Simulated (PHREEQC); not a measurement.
Dissolve 1.2 mol LiBr and 0.054 mol CaCl2 per kg of water at 25 °C. It is in equilibrium with CO2 at log p = -3.4 (atm). Otherwise closed; pH follows from the charge balance.

The numbers come from PHREEQC with the Pitzer model, pitzer.dat.

Each row changes one thing in this solution. No solid was allowed to form.

| case | pH | HCO3- (mol/kgw) | CO3-2 (mol/kgw) |
|---|---|---|---|
| as made | 5.33 | 3.52e-6 | 8.91e-10 |
| LiBr from 1.2 to 0.6 mol/kgw | [?] | 3.55e-6 | 6.36e-10 |
| LiBr from 1.2 to 2.4 mol/kgw | [?] | 3.07e-6 | 1.11e-9 |
| diluted 10-fold with water | 5.57 | 3.27e-6 | 1.84e-10 |
| diluted 100-fold with water | [?] | 2.79e-6 | 7.67e-11 |
| CaCl2 left out | 5.33 | 3.69e-6 | 6.93e-10 |

Problem. Some entries are withheld; supply them.

Solution. 
- LiBr from 1.2 to 0.6 mol/kgw, pH: 5.46
- LiBr from 1.2 to 2.4 mol/kgw, pH: 5.09
- diluted 100-fold with water, pH: 5.60

Species that the database lacks are ignored. In brines, pH and single-ion activities rest on the MacInnes convention.
